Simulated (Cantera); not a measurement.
Ignition delay

Mixture: CH₃OH : O₂ : N₂ = 1 : 1.61 : 6.06 (molar parts), equivalence ratio 0.93, at 4730 Torr, adiabatic and at constant volume. Ignition delay is the time to a rise of 400 K.

Computed with Cantera and GRI-Mech 3.0 (53 species, 325 reactions). GRI-Mech 3.0 was tuned for natural gas; its chemistry of methanol as a main component is partial and can be far from experiment.

```csv
T0 (K),delay (ms)
1175,3.18
1250,0.924
1325,0.313
1400,0.122
1475,0.0533
1550,0.0259
1625,0.0137
1700,0.00780
1775,0.00468
1850,0.00295
```

```json
{
 "apparent activation energy between 1700 and 1850 K": "170 kJ/mol"
}
```
